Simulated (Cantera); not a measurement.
What does this Cantera script print?

```python
import numpy as np
import cantera as ct

gas_names = """
    AL ALBr ALBr3 ALH ALN AL2 AL2Br6 Br Br2 H HBr H2 N NH NH2 NH3 N2 N2H2 N2H4
""".split()
cond_names = """
    AL(cr) AL(L) ALBr3(s) ALBr3(L) ALN(s) Br2(cr) Br2(L)
""".split()


# ... load() reads the species with a 1 bar reference pressure and builds the phases ...
atoms = {
    'AlBr3': {'AL': 1, 'Br': 3},
    'NH3': {'N': 1, 'H': 3},
    'N2': {'N': 2},
}
top_T = {'ALN(s)': 2750}  # K; cautious upper limits of use, not melting points


# ... equilibrate(T, P, feed) seeds the gas with the atoms and calls Mixture.equilibrate('TP', solver="vcs", rtol=1e-11, max_steps=5000) ...
results = []
feed = {'AlBr3': 1, 'NH3': 1.9, 'N2': 13}  # mol
P = 270  # Pa
for T in [775, 975, 1175, 1375, 1575, 1775, 1975]:
    mix = equilibrate(T, P, feed)
    results.append((T, P, feed, dict(zip(mix.species_names, mix.species_moles))))
    x = sorted(zip(gas.X, gas.species_names), reverse=True)
    print(f"T = {T:g} K  P = {P:g} Pa  gas = {mix.phase_moles(0):.4g} mol")
    print("   x: " + "  ".join(f"{s} {v:.3e}" for v, s in x if v > 1e-06))
    print("   condensed (mol): " + ("  ".join(f"{mix.phase(i).name} {mix.phase_moles(i):.4g}"
          for i in range(1, mix.n_phases) if mix.phase_moles(i) > 1e-12) or "none"))
```

It prints:

```
T = 775 K  P = 270 Pa  gas = 17.8 mol
   x: N2 7.708e-01  H2 1.212e-01  HBr 7.774e-02  ALBr3 3.026e-02  AL2Br6 4.080e-06
   condensed (mol): ALN(s) 0.4612
T = 975 K  P = 270 Pa  gas = 17.8 mol
   x: N2 7.727e-01  H2 1.270e-01  HBr 6.621e-02  ALBr3 3.411e-02  Br 8.611e-06
   condensed (mol): ALN(s) 0.3929
T = 1175 K  P = 270 Pa  gas = 17.8 mol
   x: N2 7.737e-01  H2 1.305e-01  HBr 5.923e-02  ALBr3 3.637e-02  Br 1.861e-04  ALBr 5.997e-06
   condensed (mol): ALN(s) 0.3525
T = 1375 K  P = 270 Pa  gas = 17.84 mol
   x: N2 7.732e-01  H2 1.326e-01  HBr 5.431e-02  ALBr3 3.701e-02  Br 1.655e-03  ALBr 1.207e-03  H 2.401e-05
   condensed (mol): ALN(s) 0.3184
T = 1575 K  P = 270 Pa  gas = 18.47 mol
   x: N2 7.552e-01  H2 1.272e-01  HBr 5.388e-02  ALBr 3.157e-02  ALBr3 2.256e-02  Br 9.265e-03  H 2.852e-04  AL 2.698e-06  Br2 1.211e-06
   condensed (mol): none
T = 1775 K  P = 270 Pa  gas = 19.15 mol
   x: N2 7.283e-01  H2 1.181e-01  HBr 5.936e-02  ALBr 4.966e-02  Br 4.007e-02  ALBr3 2.505e-03  H 1.915e-03  AL 4.048e-05  Br2 4.052e-06
   condensed (mol): none
T = 1975 K  P = 270 Pa  gas = 19.55 mol
   x: N2 7.135e-01  H2 1.235e-01  Br 6.743e-02  ALBr 5.058e-02  HBr 3.517e-02  H 9.256e-03  AL 4.792e-04  ALBr3 8.429e-05  Br2 2.881e-06  ALH 2.587e-06
   condensed (mol): none
```

Equilibrium computed with Cantera from the NASA thermochemical tables; the gas is ideal and each condensed phase is pure.
